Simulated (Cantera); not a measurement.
What does this Cantera script print?

```python
import numpy as np
import cantera as ct

gas = ct.Solution("gri30.yaml")
gas.TPX = 1200, 1333, {'C2H6': 0.4, 'N2': 47}
inlet = ct.Reservoir(gas, clone=True)

reactor = ct.IdealGasConstPressureReactor(gas, energy="off", clone=False)
exhaust = ct.Reservoir(gas, clone=True)
tau = [0.91, 0.2, 0.045, 0.0099, 0.0022, 0.00048, 0.00011][0]
for a, b in ((inlet, reactor), (reactor, exhaust)):
    ct.MassFlowController(a, b, mdot=lambda t: reactor.mass / tau)
net = ct.ReactorNet([reactor])
show = ['C2H6', 'CH2', 'C2H2', 'CH4', 'C2H', 'CH3']

rows = []
print(f"{'tau/s':>10s}{'T/K':>9s}" + "".join(f"{s:>11s}" for s in show))
for tau in [0.91, 0.2, 0.045, 0.0099, 0.0022, 0.00048, 0.00011]:
    net.initial_time = 0.0
    net.advance(30 * tau)
    before = gas.X
    net.advance(40 * tau)
    drift = np.max(np.abs(gas.X - before) / (gas.X + 1e-9))
    rows.append([gas.T, *gas[show].X, drift])
    print(f"{tau:10.3e}{gas.T:9.1f}" + "".join(f"{x:11.3e}" for x in gas[show].X))
```

Output:

```
     tau/s      T/K       C2H6        CH2       C2H2        CH4        C2H        CH3
 9.100e-01   1200.0  2.173e-03  1.504e-08  1.580e-03  1.096e-03  2.796e-10  4.549e-05
 2.000e-01   1200.0  5.664e-03  2.093e-08  1.711e-04  3.503e-04  5.895e-11  6.875e-05
 4.500e-02   1200.0  7.868e-03  1.219e-08  5.416e-06  5.003e-05  5.870e-12  5.272e-05
 9.900e-03   1200.0  8.391e-03  1.428e-09  2.554e-08  3.408e-06  4.846e-14  1.735e-05
 2.200e-03   1200.0  8.436e-03  3.395e-11  1.145e-11  1.903e-07  5.692e-19  4.386e-06
 4.800e-04   1200.0  8.438e-03  4.675e-13  7.972e-15  9.380e-09  3.525e-24  9.910e-07
 1.100e-04   1200.0  8.439e-03  6.272e-15  2.094e-17  4.963e-10  7.736e-29  2.288e-07
```

Computed with Cantera and GRI-Mech 3.0 (53 species, 325 reactions). GRI-Mech 3.0 stops at C3 and has no aromatics, soot or wall deposition, so with more carbon than oxygen in the feed, carbon stays in small species such as C2H2 where larger ones or solid carbon would form. Radical loss at walls, strong at low pressure, is not modelled.
